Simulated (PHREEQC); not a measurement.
A PHREEQC speciation (ion-association model, wateq4f.dat) at 25 °C gives pH 5.46 and these molalities:

| species | mol/kgw |
|---|---|
| Zn+2 | 0.189 |
| ZnSO4 | 0.168 |
| SO4-2 | 0.159 |
| Zn(SO4)2-2 | 0.102 |
| Mn+2 | 0.0712 |
| MnSO4 | 0.0481 |
| K+ | 0.0130 |
| Cl- | 0.0129 |
| KSO4- | 0.00199 |
| ZnCl+ | 0.00133 |
| MnCl+ | 0.000712 |
| ZnOH+ | 1.51e-5 |
| HSO4- | 1.29e-5 |
| ZnCl2 | 5.05e-6 |
| H+ | 4.63e-6 |
| ZnOHCl | 2.21e-6 |

Problem. What are the element totals, and what could have been dissolved in 1 kg of water to give them?

Solution. This is not unique; one that fits is totals Cl 0.0150, K 0.0150, Mn(2) 0.120, S(6) 0.580, Zn 0.460 mol/kgw, from 0.46 mol ZnSO4, 0.015 mol KCl and 0.12 mol MnSO4 per kg of water.

No solid was allowed to form. The ionic strength is past about 0.7 mol/kgw, beyond the range of this activity model, so the values are rough.
